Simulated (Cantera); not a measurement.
What does this Cantera script print?

```python
import numpy as np
import cantera as ct

gas = ct.Solution("gri30.yaml")


def delay(T, t_max=10):
    gas.TPX = T, 3300000, {'CH4': 1, 'O2': 1.33, 'N2': 5.01}
    reactor = ct.IdealGasConstPressureReactor(gas, clone=False)
    net = ct.ReactorNet([reactor])
    net.rtol, net.atol = 1e-8, 1e-16
    while net.time < t_max:
        t_old, T_old = net.time, reactor.T
        net.step()
        if reactor.T > T + 400:  # ignition: a rise of 400 K
            return t_old + (T + 400 - T_old) / (reactor.T - T_old) * (net.time - t_old)
    return np.nan


taus = []
for T in [1123, 1223, 1323, 1423, 1523, 1623]:
    taus.append(delay(T))
    print(f"T0 = {T:6g} K   tau = {taus[-1]:.4e} s")
```

It prints:

```
T0 =   1123 K   tau = 3.8986e-03 s
T0 =   1223 K   tau = 1.1228e-03 s
T0 =   1323 K   tau = 3.8364e-04 s
T0 =   1423 K   tau = 1.4584e-04 s
T0 =   1523 K   tau = 5.9701e-05 s
T0 =   1623 K   tau = 2.5884e-05 s
```

Detailed kinetics in Cantera: GRI-Mech 3.0 (53 species, 325 reactions). The pressure lies above the range GRI-Mech 3.0 was tuned for (to about 10 atm).
